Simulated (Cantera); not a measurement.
# C + H₂O + N₂ (carbon deposition, reforming and gasification)

Input: 1 mol C, 0.65 mol H₂O, 0.83 mol N₂, equilibrated at 0.630 bar.

Equilibrium computed with Cantera from the NASA thermochemical tables; the gas is ideal and each condensed phase is pure. Candidate condensed phases: C, C₆H₆, C₇H₈, C₈H₁₈, H₂O; 136 gas species. Equilibrium is a limit: real reactors are often held back by kinetics, nucleation or transport.

```
T (°C)  log p N₂  log p CO  log p H₂  log p CO₂  log p H₂O  log p HCN  log p H  log p CH₄  n C(graphite)
------  --------  --------  --------  ---------  ---------  ---------  -------  ---------  -------------
575        -0.53     -1.28     -0.83      -1.21      -1.25      -7.21   -11.14      -1.85          0.643
775        -0.60     -0.75     -0.73      -2.16      -2.21      -5.63    -8.48      -2.69          0.387
975        -0.61     -0.72     -0.72      -3.44      -3.25      -4.57    -6.69      -3.39          0.352
1175       -0.61     -0.72     -0.72      -4.40      -4.03      -3.80    -5.39      -3.91          0.349
1375       -0.61     -0.72     -0.72      -5.12      -4.62      -3.23    -4.41      -4.31          0.348
1575       -0.61     -0.72     -0.72      -5.68      -5.08      -2.78    -3.63      -4.62          0.344
1775       -0.61     -0.72     -0.72      -6.12      -5.45      -2.42    -3.01      -4.87          0.335
1975       -0.62     -0.72     -0.73      -6.48      -5.76      -2.13    -2.50      -5.09          0.318
2175       -0.63     -0.72     -0.75      -6.78      -6.03      -1.90    -2.08      -5.28          0.291
2375       -0.64     -0.72     -0.78      -7.03      -6.27      -1.71    -1.72      -5.48          0.250
```
log p: log10 of the partial pressure in bar; n: condensed amount in mol.

From 575 °C to 2375 °C the condensed part is C(graphite). The main C-bearing gas is CO₂ at 575 °C and CO at 2375 °C. The share of C in condensed phases is highest at 575 °C (64.3 %) and lowest at 2375 °C (25.0 %).
